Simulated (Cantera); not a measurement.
Source: NASA polynomial tables (part measured, part estimated), evaluated in Cantera. Values are per mole of reaction as written; species without (g) are pure solids or liquids, kept so even where they would boil at 1 bar.

Between 300 and 1948 K, where is each reaction favourable under standard conditions?
- 2 H(g) + Sr + 2 O(g) ⇌ Sr(OH)₂


- 2 H(g) + Sr + 2 O(g) ⇌ Sr(OH)₂: ΔG° is -1750 kJ at 300 K and -941 kJ at 1948 K; it stays negative (K > 1). ΔH° is -1849 kJ and ΔS° -466 J/K at 1948 K.
